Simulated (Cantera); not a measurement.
Feed: 1 mol C₂H₄, 0.037 mol H₂O, 0.86 mol N₂, 19 mol H₂.

These are equilibrium values from Cantera (NASA tables, ideal gas, pure condensed phases), not measurements of a reactor. Candidate condensed phases: C, C₆H₆, C₇H₈, C₈H₁₈, H₂O; 136 gas species. The ideal-gas law is rough above about 30 bar. Kinetics and transport are ignored.

Stable condensed phases, one row left out:

```
T in K \ P in Pa
               10       40      160      630     2500    10000    40000   160000   630000  2500000 10000000
   2675         A        A        B        B        B        B        B        B        B        B        B
   2600         A        B        B        B        B        B        B        B        B        B        B
   2450         B        B        B        B        B        B        B        B        B        B        B
   2375         B        B        B        B        B        B        B        B        B        B        B
   2300         B        B        B        B        B        B        B        B        B        B        B
   2225         B        B        B        B        B        B        B        B        B        B        B
   2150         B        B        B        B        B        B        B        B        B        B        B
   2075         B        B        B        B        B        B        B        B        B        B        B
   2000         B        B        B        B        B        B        B        B        B        B        B
   1925         B        B        B        B        B        B        B        B        B        B        B
```

A: gas only; B: C.

### Question
Give the row for 2525 K.

### Answer
10: C; 40: C; 160: C; 630: C; 2500: C; 10000: C; 40000: C; 160000: C; 630000: C; 2500000: C; 10000000: C.
